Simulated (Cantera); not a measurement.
**Stirred combustor or abatement burner**

A perfectly stirred reactor is fed with CH4 : CO : O2 : N2 = 1 : 0.045 : 3.97 : 14.9 (molar parts), at 0.987 atm; it is adiabatic with a 675 K inlet, and is followed from long to short residence time, starting on the burning branch (τ in s: 0.12, 0.051, 0.022, 0.0091, 0.0039, 0.0016, 0.00069, 0.00029, 0.00012, 5.2e-05, 2.2e-05).

Cantera simulation using GRI-Mech 3.0 (53 species, 325 reactions); the numbers are that mechanism's predictions, not measurements.

```csv
τ (s),T (K),x CH4,x CO,x O2,x H2O2,x HO2,x CH3
0.12,1801,7.88e-6,0.000252,0.0977,5.84e-8,1.31e-6,1.77e-6
0.051,1797,1.38e-5,0.000440,0.0977,8.07e-8,1.97e-6,2.97e-6
0.022,1791,2.35e-5,0.000767,0.0977,1.13e-7,3.11e-6,4.79e-6
0.0091,1780,4.11e-5,0.00137,0.0978,1.60e-7,5.17e-6,7.74e-6
0.0039,1764,7.10e-5,0.00237,0.0980,2.24e-7,8.41e-6,1.22e-5
0.0016,1737,0.000131,0.00418,0.0987,3.21e-7,1.38e-5,2.01e-5
0.00069,1697,0.000249,0.00712,0.100,4.57e-7,2.19e-5,3.37e-5
0.00029,1634,0.000563,0.0125,0.103,6.88e-7,3.64e-5,6.51e-5
0.00012,675,0.0502,0.00226,0.199,<1e-12,<1e-12,<1e-12
5.2e-5,675,0.0502,0.00226,0.199,<1e-12,<1e-12,<1e-12
2.2e-5,675,0.0502,0.00226,0.199,<1e-12,<1e-12,<1e-12
```
x: mole fraction; the columns are a selection and need not sum to one.
